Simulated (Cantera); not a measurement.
**Ignition delay**

Mixture: 12.0 % CH4, 15.7 % H2, 15.2 % O2, 57.1 % N2, equivalence ratio 2.1, at 248 Torr, adiabatic and at constant pressure. Ignition delay is the time to a rise of 400 K.

Detailed kinetics in Cantera: GRI-Mech 3.0 (53 species, 325 reactions). Below about 1000 K GRI-Mech 3.0 lacks low-temperature oxidation paths.

```json
[
 {"T0 (K)": "998", "delay (ms)": "19.7"},
 {"T0 (K)": "1073", "delay (ms)": "8.55"},
 {"T0 (K)": "1148", "delay (ms)": "4.08"},
 {"T0 (K)": "1223", "delay (ms)": "2.12"},
 {"T0 (K)": "1298", "delay (ms)": "1.19"},
 {"T0 (K)": "1373", "delay (ms)": "0.721"},
 {"T0 (K)": "1448", "delay (ms)": "0.464"},
 {"T0 (K)": "1523", "delay (ms)": "0.315"}
]
```

The apparent activation energy between 1373 and 1523 K is 96 kJ/mol.
